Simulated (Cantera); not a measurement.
Adiabatic ignition

An adiabatic, constant-volume homogeneous reactor starts with CH4 : H2 : O2 : N2 = 1 : 0.031 : 2.4 : 19.7 (molar parts), equivalence ratio 0.84, at 1000 K and 1000000 Pa.

Computed with Cantera and GRI-Mech 3.0 (53 species, 325 reactions).

```tsv
t (s)	T (K)	P (bar)	x CH4	x H2	x O2	x NO	x CO2	x NO2	x CH2
7.00e-6	1000	10.0	0.0432	0.00134	0.104	<1e-12	<1e-12	<1e-12	<1e-12
1.84e-5	1000	10.0	0.0432	0.00134	0.104	<1e-12	<1e-12	<1e-12	<1e-12
4.84e-5	1000	10.0	0.0432	0.00134	0.104	<1e-12	<1e-12	<1e-12	<1e-12
0.000127	1000	10.0	0.0432	0.00134	0.104	<1e-12	<1e-12	<1e-12	<1e-12
0.000334	1000	10.0	0.0432	0.00134	0.104	<1e-12	<1e-12	<1e-12	<1e-12
0.000878	1000	10.0	0.0432	0.00134	0.104	<1e-12	<1e-12	<1e-12	<1e-12
0.00231	1000	10.0	0.0432	0.00134	0.104	<1e-12	<1e-12	<1e-12	<1e-12
0.00607	1000	10.0	0.0432	0.00134	0.104	<1e-12	4.81e-11	<1e-12	<1e-12
0.0159	1000	10.0	0.0432	0.00133	0.104	<1e-12	4.24e-9	<1e-12	<1e-12
0.0419	1005	10.1	0.0427	0.00130	0.103	<1e-12	3.63e-7	<1e-12	<1e-12
0.110	2196	22.0	<1e-12	0.000167	0.0155	0.00221	0.0428	3.59e-6	<1e-12
0.290	2193	21.9	<1e-12	0.000167	0.0149	0.00341	0.0428	5.47e-6	<1e-12
0.761	2193	21.9	<1e-12	0.000167	0.0149	0.00345	0.0428	5.52e-6	<1e-12
2.00	2193	21.9	<1e-12	0.000167	0.0149	0.00345	0.0428	5.52e-6	<1e-12
```
x: mole fraction; the columns are a selection and need not sum to one.

- time of steepest temperature rise: 59.1 ms
- temperature at 2.00 s: 2193 K
- equilibrium temperature: 2193 K
- x(CH4) at 2.00 s: <1e-12 (gas-phase equilibrium <1e-12)
- x(H2) at 2.00 s: 0.000167 (gas-phase equilibrium 0.000167)
- x(O2) at 2.00 s: 0.0149 (gas-phase equilibrium 0.0149)
